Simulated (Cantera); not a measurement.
A perfectly stirred reactor is fed with C₂H₆ : N₂ = 1 : 6.2 (molar parts), at 0.133 bar; it is held at 1650 K, and followed from long to short residence time.

Cantera simulation using GRI-Mech 3.0 (53 species, 325 reactions); the numbers are that mechanism's predictions, not measurements. GRI-Mech 3.0 stops at C3 and has no aromatics, soot or wall deposition, so with more carbon than oxygen in the feed, carbon stays in small species such as C2H2 where larger ones or solid carbon would form.

One state of this run: x C₂H₆ = 0.00131; x H = 0.000374; x CH₃ = 0.00184; x C₂H₄ = 0.00573; x CH₄ = 0.0377; x HCN = 1.82e-6; x C₂H = 8.84e-7. x: mole fraction; the columns are a selection and need not sum to one.

Which value of τ (s) does it belong to?
(A) 0.028
(B) 0.52
(C) 0.25
(D) 0.014

D, 0.014
